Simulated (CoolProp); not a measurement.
100 sccm (0 °C, 1 atm) of nitrogen bubbles through liquid hexamethyldisiloxane (MM) at 333.1 K and leaves saturated at a total pressure of 0.15 MPa (ideal gas phase). Each further row changes one setting.

Computed with CoolProp (reference Helmholtz-energy equation of state, Thol 2016).

```json
[
 {"case": "as stated", "vapour pressure (kPa)": "26.1", "mole fraction of vapour": "0.174", "delivery (mg/min)": "153", "delivery (sccm)": "21.1", "change of delivery for a bath 1 K warmer (%)": "4.8"},
 {"case": "bath temperature 338.1 K", "vapour pressure (kPa)": "31.6", "mole fraction of vapour": "0.210", "delivery (mg/min)": "193", "delivery (sccm)": "26.6", "change of delivery for a bath 1 K warmer (%)": "4.8"},
 {"case": "total pressure 0.3 MPa", "vapour pressure (kPa)": "26.1", "mole fraction of vapour": "0.0871", "delivery (mg/min)": "69.1", "delivery (sccm)": "9.54", "change of delivery for a bath 1 K warmer (%)": "4.3"}
]
```
